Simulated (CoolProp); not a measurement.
Carbon dioxide at 293.15 K and 8.45 MPa is throttled through a valve to 5.37 MPa with no heat exchange. Each further row changes one setting.

The numbers come from the reference Helmholtz-energy equation of state, Span 1996 in CoolProp.

```csv
case,temperature change (K),final phase,final density (kg/m³)
as stated,…,liquid,…
outlet pressure 1.61 MPa,…,…,…
outlet pressure 6.98 MPa,…,liquid,…
```

Some entries are withheld; supply them.


- as stated, temperature change (K): -3.0
- as stated, final density (kg/m³): 805
- outlet pressure 1.61 MPa, temperature change (K): -46.4
- outlet pressure 1.61 MPa, final phase: two-phase, vapour fraction 0.354
- outlet pressure 1.61 MPa, final density (kg/m³): 110
- outlet pressure 6.98 MPa, temperature change (K): -1.3
- outlet pressure 6.98 MPa, final density (kg/m³): 822
